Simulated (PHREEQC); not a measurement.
A PHREEQC input (ion-association model, wateq4f.dat):

```
SOLUTION 1
  temp 38
  units mg/kgw
  pH 12.5
  pe -1.1
  Na 153
  K 17.4
  Ca 170
  Mg 59.5
  Cl 127
  S(6) 443 as SO4
  Alkalinity 429 as HCO3
  Li 0.0485
  Br 4.4
END
USE solution 1
EQUILIBRIUM_PHASES 1
  CO2(g) -3.4 10
END
```

It stops with these messages:

```
WARNING: Maximum iterations exceeded, 100
WARNING: Maximum iterations exceeded, 100
WARNING: The program has failed to converge to a numerical solution.
ERROR:           Alkalinity has not converged. Total: 7.030586e-03	Calculated: 1.022961e-01	Residual: -9.526550e-02
ERROR: Is non-carbonate alkalinity greater than total alkalinity?
ERROR:                   Br has not converged. Total: 5.506608e-05	Calculated: 6.619357e-05	Residual: -1.112749e-05
ERROR:                   Ca has not converged. Total: 4.241517e-03	Calculated: 5.512988e-03	Residual: -1.271471e-03
ERROR:                   Cl has not converged. Total: 3.582207e-03	Calculated: 4.356845e-03	Residual: -7.746378e-04
ERROR:                    K has not converged. Total: 4.449900e-04	Calculated: 5.455787e-04	Residual: -1.005887e-04
ERROR:                   Li has not converged. Total: 6.989480e-06	Calculated: 8.314773e-06	Residual: -1.325293e-06
ERROR:                   Mg has not converged. Total: 2.447351e-03	Calculated: 2.239502e-03	Residual: 2.078493e-04
ERROR:                   Na has not converged. Total: 6.655125e-03	Calculated: 6.003923e-03	Residual: 6.512027e-04
ERROR:                 S(6) has not converged. Total: 4.611509e-03	Calculated: 3.339101e-03	Residual: 1.272408e-03
ERROR:                   Mu Ionic strength has not converged. 	Residual: -1.574401e-02
ERROR:               A(H2O) Activity of water has not converged. 	Residual: 1.815612e-03
ERROR: Model failed to converge for initial solution  1.
```

Question: What went wrong, and how is it mended?

Answer: The fault: pH typed as 12.5 with the alkalinity kept. The line should read `pH 7.57` where the input has `pH 12.5`. With the mend the run ends at pH 8.89 and ionic strength 0.0240 mol/kgw.
